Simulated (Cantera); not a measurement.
A Cantera script and what it prints.

```python
import numpy as np
import cantera as ct

gas_names = """
    CL CLO CL2 Fe FeCL FeCL2 FeCL3 FeO Fe(OH)2 Fe2CL4 Fe2CL6 H HCL HNO HNO2 HNO3 HOCL HO2 H2 H2O H2O2 N
    NH NH2 NH3 NH2OH NO NO2 NO3 N2 N2H2 N2H4 N2O O OH O2 O3
""".split()
cond_names = """
    Fe(a) Fe(c) Fe(d) Fe(L) FeCL2(s) FeCL2(L) FeCL3(s) FeCL3(L) FeO(s) FeO(L) Fe(OH)2(s) Fe(OH)3(s)
    Fe2O3(s) Fe3O4(s) H2O(s) H2O(L) NH4CL(a) NH4CL(b)
""".split()


def load(file, names, dense=False):
    # The tables refer to 1 bar. Condensed volumes are neglected.
    table = {s.name: s for s in ct.Species.list_from_file(file)}
    out = []
    for n in names:
        d = dict(table[n].input_data)
        d["thermo"] = dict(d["thermo"], **{"reference-pressure": 1e5})
        if dense:
            d["equation-of-state"] = {"model": "constant-volume", "density": "1e6 g/cm^3"}
        out.append(ct.Species.from_dict(d))
    return out


gas = ct.Solution(thermo="ideal-gas", species=load("nasa_gas.yaml", gas_names))
cond = {s.name: ct.Solution(thermo="fixed-stoichiometry", species=[s], name=s.name)
        for s in load("nasa_condensed.yaml", cond_names, dense=True)}
atoms = {
    'FeCl3': {'Fe': 1, 'CL': 3},
    'H2O': {'H': 2, 'O': 1},
    'N2': {'N': 2},
}
top_T = {'Fe2O3(s)': 1830, 'Fe3O4(s)': 1870}  # K; cautious upper limits of use, not melting points


def equilibrate(T, P, feed):
    n = {}
    for name, mol in feed.items():
        for a, k in atoms[name].items():
            n[a] = n.get(a, 0.0) + k * mol
    gas.TPX = T, P, n
    mass = sum(n.values()) * gas.mean_molecular_weight
    gas.equilibrate("TP")
    valid = [c for c in cond.values() if c.min_temp <= T <= top_T.get(c.name, c.max_temp)]
    mix = ct.Mixture([(gas, mass / gas.mean_molecular_weight)] + [(c, 0.0) for c in valid])
    mix.T, mix.P = T, P
    mix.equilibrate("TP", solver="vcs", rtol=1e-11, max_steps=5000)
    return mix


results = []
feed = {'FeCl3': 1, 'H2O': 10, 'N2': 450}  # mol
T = 1348  # K
for P in [0.1, 0.72, 5.2, 37, 270, 1900, 14000, 100000]:
    mix = equilibrate(T, P, feed)
    results.append((T, P, feed, dict(zip(mix.species_names, mix.species_moles))))

top = {s: max(r[3][s] / sum(r[3][g] for g in gas_names) for r in results) for s in gas_names}
cols = sorted((s for s in top if top[s] > 0.0001), key=lambda s: -top[s])[:5]
seen = [c for c in cond_names if any(r[3].get(c, 0) > 1e-12 for r in results)]
print("log10 of partial pressures in bar; condensed amounts in mol")
print(f"{'P/Pa':>10s}" + "".join(f"{s[:9]:>10s}" for s in cols + seen))
for T, P, feed, n in results:
    ng = sum(n[g] for g in gas_names)
    print(f"{P:10.4g}" + "".join(f"{np.log10(max(n[s] / ng * P / 1e5, 1e-99)):10.3f}" for s in cols)
          + "".join(f"{n.get(c, 0):10.4g}" for c in seen))
```

It prints:

```
log10 of partial pressures in bar; condensed amounts in mol
      P/Pa        N2       H2O       HCL        CL        H2  Fe2O3(s)  Fe3O4(s)
       0.1    -6.011    -7.729    -8.270    -9.196    -9.576         0    0.2931
      0.72    -5.154    -6.871    -7.387    -8.549    -9.104         0     0.302
       5.2    -4.295    -6.013    -6.511    -7.891    -8.670         0    0.3089
        37    -3.443    -5.162    -5.646    -7.236    -8.251         0    0.3147
       270    -2.580    -4.300    -4.775    -6.576    -7.828         0    0.3195
      1900    -1.732    -3.454    -3.922    -5.931    -7.410         0    0.3231
   1.4e+04    -0.865    -2.587    -3.050    -5.275    -6.980         0    0.3258
     1e+05    -0.011    -1.734    -2.194    -4.718    -6.383    0.2733    0.1449
```

Equilibrium computed with Cantera from the NASA thermochemical tables; the gas is ideal and each condensed phase is pure. Mutual solubility and eutectic melting of coexisting phases are not modelled.
